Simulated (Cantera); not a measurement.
An isothermal, constant-pressure homogeneous reactor starts with CO : O2 : H2O : N2 = 0.015 : 0.015 : 0.0021 : 1 (molar parts), equivalence ratio 0.50, at 1500 K and 3.65 atm.

Detailed kinetics in Cantera: GRI-Mech 3.0 (53 species, 325 reactions).

x: mole fraction; the columns are a selection and need not sum to one.

```
t (s)         x CO     x O2    x H2O    x NO2      x H2      x OH
--------  --------  -------  -------  -------  --------  --------
2.00e-6     0.0145   0.0145  0.00203   <1e-12    <1e-12  7.43e-11
1.04e-5     0.0145   0.0145  0.00203   <1e-12  7.55e-12   1.00e-9
5.45e-5     0.0145   0.0145  0.00203   <1e-12   1.21e-9         …
0.000284    0.0145   0.0145  0.00202   <1e-12   1.84e-6         …
0.00148    0.00269  0.00852  0.00192  1.67e-8   3.49e-5         …
0.00775   0.000155  0.00738  0.00203  6.06e-8   2.53e-6         …
0.0404     5.62e-6  0.00732  0.00205  3.79e-8   1.49e-7         …
0.211      5.09e-7  0.00732  0.00205  1.15e-8   2.59e-8   3.65e-6
1.10       4.38e-7  0.00732  0.00205  1.08e-8   2.37e-8   3.50e-6
5.75       4.38e-7  0.00732  0.00205  1.09e-8   2.37e-8   3.50e-6
30.0       4.38e-7  0.00732  0.00205  1.16e-8   2.37e-8   3.50e-6
```

Complete the blanks.


- 5.45e-5, x OH: 2.14e-8
- 0.000284, x OH: 1.16e-5
- 0.00148, x OH: 0.000113
- 0.00775, x OH: 3.10e-5
- 0.0404, x OH: 8.42e-6
